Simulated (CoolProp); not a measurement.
Vapour-liquid equilibrium of R134a (1) + R227EA (2) at 291.2 K; x and y are mole fractions of (1).

The numbers come from the multi-fluid Helmholtz-energy mixture model, Tillner-Roth 1994 and Lemmon 2016; pair parameters Bell 2016 in CoolProp.

```csv
x,bubble pressure (MPa),y at the bubble point,dew pressure at overall composition x (MPa),liquid density (mol/L)
0.05,0.3771,?,0.3732,8.462
0.15,0.3992,0.210,0.3892,8.740
0.25,0.4201,0.330,?,9.035
0.35,0.4398,0.438,0.4236,?
0.45,0.4581,0.537,0.4419,9.689
0.55,0.4753,0.628,0.4606,10.05
0.65,0.4912,0.714,0.4793,?
0.75,0.5060,0.797,0.4977,10.87
0.85,0.5197,0.878,0.5150,?
0.95,0.5322,0.959,0.5309,11.82
```

Question: Fill in the missing entries.

Answer: 
- 0.05, y at the bubble point: 0.075
- 0.25, dew pressure at overall composition x (MPa): 0.4060
- 0.35, liquid density (mol/L): 9.351
- 0.65, liquid density (mol/L): 10.44
- 0.85, liquid density (mol/L): 11.32

No azeotrope shows between x = 0.05 and 0.95.

The pair parameters rest on a limited set of measurements; away from them the model extrapolates.
